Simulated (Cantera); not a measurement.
AlI3 + N2O + H2 (aluminium nitride and oxide growth)

Charge: 1 mol AlI3, 1.5 mol N2O, 430 mol H2, at 0.230 bar.

These are equilibrium values from Cantera (NASA tables, ideal gas, pure condensed phases), not measurements of a reactor. Candidate condensed phases: Al, AlI3, AlN, Al2O3, H2O, I2; 41 gas species. The tables' values for AlOH are old estimates; treat these amounts as uncertain. Rates play no part.

| T (K) | log p H2 | log p HI | log p H | log p I | log p N2 | log p H2O | n Al2O3(s) |
|---|---|---|---|---|---|---|---|
| 973 | -0.64 | -2.80 | -9.29 | -4.59 | -3.10 | -7.48 | 0.500 |
| 1073 | -0.64 | -2.82 | -8.17 | -4.18 | -3.10 | -7.10 | 0.500 |
| 1173 | -0.64 | -2.84 | -7.25 | -3.86 | -3.10 | -6.80 | 0.500 |
| 1273 | -0.64 | -2.87 | -6.47 | -3.60 | -3.10 | -6.47 | 0.500 |
| 1373 | -0.64 | -2.92 | -5.80 | -3.40 | -3.10 | -6.01 | 0.499 |
| 1473 | -0.64 | -2.99 | -5.22 | -3.24 | -3.10 | -5.55 | 0.498 |
| 1573 | -0.64 | -3.07 | -4.71 | -3.13 | -3.10 | -5.14 | 0.495 |
| 1673 | -0.64 | -3.16 | -4.27 | -3.05 | -3.10 | -4.79 | 0.490 |
| 1773 | -0.64 | -3.25 | -3.87 | -3.00 | -3.10 | -4.49 | 0.480 |
| 1873 | -0.64 | -3.35 | -3.51 | -2.96 | -3.10 | -4.22 | 0.462 |
| 1973 | -0.64 | -3.45 | -3.19 | -2.93 | -3.10 | -3.99 | 0.434 |
| 2073 | -0.65 | -3.54 | -2.90 | -2.92 | -3.10 | -3.77 | 0.389 |
log p: log10 of the partial pressure in bar; n: condensed amount in mol.

From 973 K to 2073 K the condensed part is Al2O3(s). The main Al-bearing gas is AlI3 at 973 K and AlI at 2073 K.
